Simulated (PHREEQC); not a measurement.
Solution (25 °C): 0.015 mol Na2HPO4 per kg of water. Closed to the air; pH follows from the charge balance.

Computed with PHREEQC (ion-association model, phreeqc.dat).

```
quantity                  before   after
------------------------  ------  ------
pH                          9.32    6.67
ionic strength (mol/kgw)  0.0442  0.0346
```

Name the change that produced these shifts.
A) Na2HPO4 replaced by NaBF4 at the same molality
B) diluted 2-fold with water
C) diluted 100-fold with water
D) diluted 5-fold with water
E) 0.01 mol/kgw HF added

E, 0.01 mol/kgw HF added

This is a speciation only: nothing precipitates in the calculation.
